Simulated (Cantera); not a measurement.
Feed: 1 mol SiH₄, 21 mol NO, 170 mol N₂, equilibrated at 0.0100 bar.

These are equilibrium values from Cantera (NASA tables, ideal gas, pure condensed phases), not measurements of a reactor. Candidate condensed phases: H₂O, Si, SiO₂, Si₂N₂O, Si₃N₄; 35 gas species. Kinetics and transport are ignored.

Task: At 777 °C, list the 4 most abundant gas species with their mole fractions, and the condensed phases.

Result: N₂ 0.945, O₂ 0.0445, H₂O 0.0105, NO 2.66e-5. Condensed: SiO₂(β-quartz).
